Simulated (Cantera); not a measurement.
Feed: 1 mol B2H6, 7.6 mol H2O, 21 mol N2, at 0.000200 bar.

Equilibrium computed with Cantera from the NASA thermochemical tables; the gas is ideal and each condensed phase is pure. Candidate condensed phases: B, BN, B2O3, B3O3H3, H2O; 39 gas species. The feed counts by its element totals alone. Equilibrium is a limit: real reactors are often held back by kinetics, nucleation or transport.

**Question.** At 2223 K, list the 4 most abundant gas species with their mole fractions, and the condensed phases.

**Answer.** N2 0.573, H 0.153, H2 0.115, H2O 0.0739. Condensed: gas only.
